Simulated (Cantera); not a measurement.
Input (Python, Cantera) and output of one run.

```python
import numpy as np
import cantera as ct

gas_names = """
    H HNO HNO2 HNO3 HO2 H2 H2O H2O2 N NH NH2 NH3 NH2OH NO NO2 NO3 N2 N2H2 N2H4 N2O O OH O2 O3 Si SiH
    SiH2 SiH3 SiH4 SiN SiO SiO2 Si2 Si2N Si3
""".split()
cond_names = """
    H2O(s) H2O(L) Si(cr) Si(L) SiO2(Lqz) SiO2(hqz) SiO2(L) Si2N2O(s) Si3N4(a)
""".split()


# ... load() reads the species with a 1 bar reference pressure and builds the phases ...
atoms = {
    'Si3N4': {'Si': 3, 'N': 4},
    'H2O': {'H': 2, 'O': 1},
}
top_T = {'Si2N2O(s)': 2100, 'Si3N4(a)': 2400}  # K; cautious upper limits of use, not melting points


# ... equilibrate(T, P, feed) seeds the gas with the atoms and calls Mixture.equilibrate('TP', solver="vcs", rtol=1e-11, max_steps=5000) ...
results = []
P = 13332.2  # Pa
for T in [1425, 1500, 1575, 1650, 1725, 1800, 1875, 1950, 2025]:
    for m in [0.31, 0.36, 0.41, 0.46, 0.53, 0.61, 0.69, 0.79, 0.9, 1, 1.2, 1.3, 1.5]:
        feed = {'Si3N4': 1, 'H2O': m}  # mol
        mix = equilibrate(T, P, feed)
        results.append((T, P, feed, dict(zip(mix.species_names, mix.species_moles))))

for T, P, feed, n in results:
    print(f"{T:7g} {feed['H2O']:10.4g}  " + (" + ".join(c for c in cond_names if n.get(c, 0) > 1e-12) or "gas only"))
```

Result:

```
   1425       0.31  Si2N2O(s) + Si3N4(a)
   1425       0.36  Si2N2O(s) + Si3N4(a)
   1425       0.41  Si2N2O(s) + Si3N4(a)
   1425       0.46  Si2N2O(s) + Si3N4(a)
   1425       0.53  Si2N2O(s) + Si3N4(a)
   1425       0.61  Si2N2O(s) + Si3N4(a)
   1425       0.69  Si2N2O(s) + Si3N4(a)
   1425       0.79  Si2N2O(s) + Si3N4(a)
   1425        0.9  Si2N2O(s) + Si3N4(a)
   1425          1  Si2N2O(s) + Si3N4(a)
   1425        1.2  Si2N2O(s) + Si3N4(a)
   1425        1.3  Si2N2O(s) + Si3N4(a)
   1425        1.5  Si2N2O(s) + Si3N4(a)
   1500       0.31  Si2N2O(s) + Si3N4(a)
   1500       0.36  Si2N2O(s) + Si3N4(a)
   1500       0.41  Si2N2O(s) + Si3N4(a)
   1500       0.46  Si2N2O(s) + Si3N4(a)
   1500       0.53  Si2N2O(s) + Si3N4(a)
   1500       0.61  Si2N2O(s) + Si3N4(a)
   1500       0.69  Si2N2O(s) + Si3N4(a)
   1500       0.79  Si2N2O(s) + Si3N4(a)
   1500        0.9  Si2N2O(s) + Si3N4(a)
   1500          1  Si2N2O(s) + Si3N4(a)
   1500        1.2  Si2N2O(s) + Si3N4(a)
   1500        1.3  Si2N2O(s) + Si3N4(a)
   1500        1.5  Si2N2O(s) + Si3N4(a)
   1575       0.31  Si2N2O(s) + Si3N4(a)
   1575       0.36  Si2N2O(s) + Si3N4(a)
   1575       0.41  Si2N2O(s) + Si3N4(a)
   1575       0.46  Si2N2O(s) + Si3N4(a)
   1575       0.53  Si2N2O(s) + Si3N4(a)
   1575       0.61  Si2N2O(s) + Si3N4(a)
   1575       0.69  Si2N2O(s) + Si3N4(a)
   1575       0.79  Si2N2O(s) + Si3N4(a)
   1575        0.9  Si2N2O(s) + Si3N4(a)
   1575          1  Si2N2O(s) + Si3N4(a)
   1575        1.2  Si2N2O(s) + Si3N4(a)
   1575        1.3  Si2N2O(s) + Si3N4(a)
   1575        1.5  Si2N2O(s) + Si3N4(a)
   1650       0.31  Si2N2O(s) + Si3N4(a)
   1650       0.36  Si2N2O(s) + Si3N4(a)
   1650       0.41  Si2N2O(s) + Si3N4(a)
   1650       0.46  Si2N2O(s) + Si3N4(a)
   1650       0.53  Si2N2O(s) + Si3N4(a)
   1650       0.61  Si2N2O(s) + Si3N4(a)
   1650       0.69  Si2N2O(s) + Si3N4(a)
   1650       0.79  Si2N2O(s) + Si3N4(a)
   1650        0.9  Si2N2O(s) + Si3N4(a)
   1650          1  Si2N2O(s) + Si3N4(a)
   1650        1.2  Si2N2O(s) + Si3N4(a)
   1650        1.3  Si2N2O(s) + Si3N4(a)
   1650        1.5  Si2N2O(s) + Si3N4(a)
   1725       0.31  Si2N2O(s) + Si3N4(a)
   1725       0.36  Si2N2O(s) + Si3N4(a)
   1725       0.41  Si2N2O(s) + Si3N4(a)
   1725       0.46  Si2N2O(s) + Si3N4(a)
   1725       0.53  Si2N2O(s) + Si3N4(a)
   1725       0.61  Si2N2O(s) + Si3N4(a)
   1725       0.69  Si2N2O(s) + Si3N4(a)
   1725       0.79  Si2N2O(s) + Si3N4(a)
   1725        0.9  Si2N2O(s) + Si3N4(a)
   1725          1  Si2N2O(s) + Si3N4(a)
   1725        1.2  Si2N2O(s) + Si3N4(a)
   1725        1.3  Si2N2O(s) + Si3N4(a)
   1725        1.5  Si2N2O(s) + Si3N4(a)
   1800       0.31  Si2N2O(s) + Si3N4(a)
   1800       0.36  Si2N2O(s) + Si3N4(a)
   1800       0.41  Si2N2O(s) + Si3N4(a)
   1800       0.46  Si2N2O(s) + Si3N4(a)
   1800       0.53  Si2N2O(s) + Si3N4(a)
   1800       0.61  Si2N2O(s) + Si3N4(a)
   1800       0.69  Si2N2O(s) + Si3N4(a)
   1800       0.79  Si2N2O(s) + Si3N4(a)
   1800        0.9  Si2N2O(s) + Si3N4(a)
   1800          1  Si2N2O(s) + Si3N4(a)
   1800        1.2  Si2N2O(s) + Si3N4(a)
   1800        1.3  Si2N2O(s) + Si3N4(a)
   1800        1.5  Si2N2O(s) + Si3N4(a)
   1875       0.31  Si2N2O(s) + Si3N4(a)
   1875       0.36  Si2N2O(s) + Si3N4(a)
   1875       0.41  Si2N2O(s) + Si3N4(a)
   1875       0.46  Si2N2O(s) + Si3N4(a)
   1875       0.53  Si2N2O(s) + Si3N4(a)
   1875       0.61  Si2N2O(s) + Si3N4(a)
   1875       0.69  Si2N2O(s) + Si3N4(a)
   1875       0.79  Si2N2O(s) + Si3N4(a)
   1875        0.9  Si2N2O(s) + Si3N4(a)
   1875          1  Si2N2O(s) + Si3N4(a)
   1875        1.2  Si2N2O(s) + Si3N4(a)
   1875        1.3  Si2N2O(s) + Si3N4(a)
   1875        1.5  Si2N2O(s) + Si3N4(a)
   1950       0.31  Si(L) + Si2N2O(s) + Si3N4(a)
   1950       0.36  Si(L) + Si2N2O(s) + Si3N4(a)
   1950       0.41  Si(L) + Si2N2O(s) + Si3N4(a)
   1950       0.46  Si(L) + Si2N2O(s) + Si3N4(a)
   1950       0.53  Si(L) + Si2N2O(s) + Si3N4(a)
   1950       0.61  Si(L) + Si2N2O(s) + Si3N4(a)
   1950       0.69  Si(L) + Si2N2O(s) + Si3N4(a)
   1950       0.79  Si(L) + Si2N2O(s)
   1950        0.9  Si(L) + Si2N2O(s)
   1950          1  Si(L) + Si2N2O(s)
   1950        1.2  Si(L) + Si2N2O(s)
   1950        1.3  Si(L) + Si2N2O(s)
   1950        1.5  Si(L) + Si2N2O(s)
   2025       0.31  Si(L)
   2025       0.36  Si(L) + Si2N2O(s)
   2025       0.41  Si(L) + Si2N2O(s)
   2025       0.46  Si(L) + Si2N2O(s)
   2025       0.53  Si(L) + Si2N2O(s)
   2025       0.61  Si(L) + Si2N2O(s)
   2025       0.69  Si(L) + Si2N2O(s)
   2025       0.79  Si(L) + Si2N2O(s)
   2025        0.9  Si(L) + Si2N2O(s)
   2025          1  Si(L) + Si2N2O(s)
   2025        1.2  Si(L) + Si2N2O(s)
   2025        1.3  Si(L) + Si2N2O(s)
   2025        1.5  Si(L) + Si2N2O(s)
```

Cantera equilibrium calculation (NASA polynomials, part measured and part estimated; ideal gas, pure solids and liquids). Mutual solubility and eutectic melting of coexisting phases are not modelled.
